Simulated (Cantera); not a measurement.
Input (Python, Cantera) and output of one run.

```python
import numpy as np
import cantera as ct

gas_names = [...]  # 136 gases of nasa_gas.yaml made of C, H, N, O
cond_names = """
    C(gr) C6H6(L) C7H8(L) C8H18(L),n-octa H2O(s) H2O(L)
""".split()


# ... load() reads the species with a 1 bar reference pressure and builds the phases ...
atoms = {
    'C6H6': {'C': 6, 'H': 6},
    'H2O': {'H': 2, 'O': 1},
    'N2': {'N': 2},
}
top_T = {'C(gr)': 4500}  # K; cautious upper limits of use, not melting points


# ... equilibrate(T, P, feed) seeds the gas with the atoms and calls Mixture.equilibrate('TP', solver="vcs", rtol=1e-11, max_steps=5000) ...
results = []
feed = {'C6H6': 1, 'H2O': 0.22, 'N2': 0.17}  # mol
T = 1700  # K
P = 101325  # Pa
mix = equilibrate(T, P, feed)
results.append((T, P, feed, dict(zip(mix.species_names, mix.species_moles))))
x = sorted(zip(gas.X, gas.species_names), reverse=True)
print(f"T = {T:g} K  P = {P:g} Pa  gas = {mix.phase_moles(0):.4g} mol")
print("   x: " + "  ".join(f"{s} {v:.3e}" for v, s in x if v > 0.001))
print("   condensed (mol): " + ("  ".join(f"{mix.phase(i).name} {mix.phase_moles(i):.4g}"
      for i in range(1, mix.n_phases) if mix.phase_moles(i) > 1e-12) or "none"))
```

Output:

```
T = 1700 K  P = 101325 Pa  gas = 3.607 mol
   x: H2 8.904e-01  CO 6.097e-02  N2 4.674e-02
   condensed (mol): C(gr) 5.774
```

Equilibrium computed with Cantera from the NASA thermochemical tables; the gas is ideal and each condensed phase is pure.
